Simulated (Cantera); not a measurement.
Input: 1 mol SiCl4, 0.32 mol H2O, 21 mol N2, equilibrated at 10.0 mbar.

Cantera equilibrium calculation (NASA polynomials, part measured and part estimated; ideal gas, pure solids and liquids). Candidate condensed phases: H2O, NH4Cl, Si, SiO2, Si2N2O, Si3N4; 47 gas species. The numbers say what is thermodynamically allowed, not how fast it happens. All values below are at 1075 K.

Base state: N2 0.934, SiCl4 0.0374, HCl 0.0285 (mole fractions); condensed: SiO2(β-quartz).

Problem. What changes in the equilibrium state with this change: H2O from 0.32 to 1 mol?

Solution. 
```tsv
species	before	after
N2	0.934	0.894
HCl	0.0285	0.0851
SiCl4	0.0374	0.0213
SiO2(β-quartz), mol	0.160	0.500
```
